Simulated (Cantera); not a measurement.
Input (Python, Cantera) and output of one run.

```python
import numpy as np
import cantera as ct

gas_names = """
    CL CL2 H HCL H2 Si SiCL SiCL2 SiCL3 SiCL4 SiH SiHCL3 SiH2 SiH2CL2 SiH3 SiH3CL SiH4 Si2 Si3
""".split()
cond_names = """
    Si(cr) Si(L)
""".split()


# ... load() reads the species with a 1 bar reference pressure and builds the phases ...
atoms = {
    'SiCl4': {'Si': 1, 'CL': 4},
    'HCl': {'H': 1, 'CL': 1},
    'H2': {'H': 2},
}
top_T = {}  # K; cautious upper limits of use, not melting points


# ... equilibrate(T, P, feed) seeds the gas with the atoms and calls Mixture.equilibrate('TP', solver="vcs", rtol=1e-11, max_steps=5000) ...
results = []
feed = {'SiCl4': 1, 'HCl': 1.9, 'H2': 96}  # mol
P = 750  # Pa
for T in [848, 923, 998, 1073, 1148, 1223, 1298, 1373, 1448, 1523, 1598, 1673, 1748]:
    mix = equilibrate(T, P, feed)
    results.append((T, P, feed, dict(zip(mix.species_names, mix.species_moles))))
    x = sorted(zip(gas.X, gas.species_names), reverse=True)
    print(f"T = {T:g} K  P = {P:g} Pa  gas = {mix.phase_moles(0):.4g} mol")
    print("   x: " + "  ".join(f"{s} {v:.3e}" for v, s in x if v > 1e-05))
    print("   condensed (mol): " + ("  ".join(f"{mix.phase(i).name} {mix.phase_moles(i):.4g}"
          for i in range(1, mix.n_phases) if mix.phase_moles(i) > 1e-12) or "none"))
```

Output:

```
T = 848 K  P = 750 Pa  gas = 98.9 mol
   x: H2 9.699e-01  HCL 1.998e-02  SiCL4 9.353e-03  SiHCL3 7.365e-04  SiCL3 1.491e-05
   condensed (mol): none
T = 923 K  P = 750 Pa  gas = 98.91 mol
   x: H2 9.690e-01  HCL 2.086e-02  SiCL4 8.530e-03  SiHCL3 1.413e-03  SiCL3 9.848e-05  SiCL2 4.578e-05  SiH2CL2 2.291e-05
   condensed (mol): none
T = 998 K  P = 750 Pa  gas = 98.98 mol
   x: H2 9.670e-01  HCL 2.294e-02  SiCL4 7.004e-03  SiHCL3 2.046e-03  SiCL2 5.811e-04  SiCL3 4.074e-04  SiH2CL2 6.435e-05
   condensed (mol): none
T = 1073 K  P = 750 Pa  gas = 99.31 mol
   x: H2 9.594e-01  HCL 3.217e-02  SiCL4 4.068e-03  SiCL2 2.099e-03  SiHCL3 1.487e-03  SiCL3 7.305e-04  SiH2CL2 6.341e-05
   condensed (mol): Si(cr) 0.1611
T = 1148 K  P = 750 Pa  gas = 99.65 mol
   x: H2 9.519e-01  HCL 4.133e-02  SiCL2 3.937e-03  SiCL4 1.443e-03  SiCL3 7.174e-04  SiHCL3 6.666e-04  SiH2CL2 3.858e-05
   condensed (mol): Si(cr) 0.322
T = 1223 K  P = 750 Pa  gas = 99.82 mol
   x: H2 9.486e-01  HCL 4.515e-02  SiCL2 5.228e-03  SiCL3 4.742e-04  SiCL4 3.428e-04  SiHCL3 2.223e-04  SiH2CL2 1.922e-05
   condensed (mol): Si(cr) 0.3724
T = 1298 K  P = 750 Pa  gas = 99.87 mol
   x: H2 9.477e-01  HCL 4.590e-02  SiCL2 5.915e-03  SiCL3 2.726e-04  SiCL4 7.512e-05  SiHCL3 7.001e-05  H 1.205e-05
   condensed (mol): Si(cr) 0.3666
T = 1373 K  P = 750 Pa  gas = 99.89 mol
   x: H2 9.477e-01  HCL 4.574e-02  SiCL2 6.350e-03  SiCL3 1.577e-04  H 3.743e-05  SiHCL3 2.373e-05  SiCL4 1.811e-05
   condensed (mol): Si(cr) 0.3452
T = 1448 K  P = 750 Pa  gas = 99.9 mol
   x: H2 9.477e-01  HCL 4.535e-02  SiCL2 6.682e-03  H 1.036e-04  SiCL3 9.502e-05
   condensed (mol): Si(cr) 0.321
T = 1523 K  P = 750 Pa  gas = 99.91 mol
   x: H2 9.478e-01  HCL 4.492e-02  SiCL2 6.958e-03  H 2.598e-04  SiCL3 5.987e-05
   condensed (mol): Si(cr) 0.2971
T = 1598 K  P = 750 Pa  gas = 99.93 mol
   x: H2 9.476e-01  HCL 4.449e-02  SiCL2 7.192e-03  H 5.983e-04  SiCL3 3.929e-05  CL 2.223e-05  SiCL 1.645e-05  Si 1.247e-05
   condensed (mol): Si(cr) 0.2735
T = 1673 K  P = 750 Pa  gas = 99.97 mol
   x: H2 9.471e-01  HCL 4.407e-02  SiCL2 7.389e-03  H 1.280e-03  Si 5.570e-05  CL 4.650e-05  SiCL 4.250e-05  SiCL3 2.672e-05  SiH2 1.043e-05
   condensed (mol): Si(cr) 0.2468
T = 1748 K  P = 750 Pa  gas = 100.1 mol
   x: H2 9.453e-01  HCL 4.466e-02  SiCL2 7.031e-03  H 2.565e-03  Si 1.941e-04  CL 9.351e-05  SiCL 9.181e-05  SiH 2.175e-05  SiH2 1.940e-05  SiCL3 1.787e-05
   condensed (mol): Si(L) 0.2616
```

These are equilibrium values from Cantera (NASA tables, ideal gas, pure condensed phases), not measurements of a reactor. The tables' values for SiCl3, SiCl are old estimates; treat these amounts as uncertain. Gases not in the tables: Si2H6 and higher silanes.
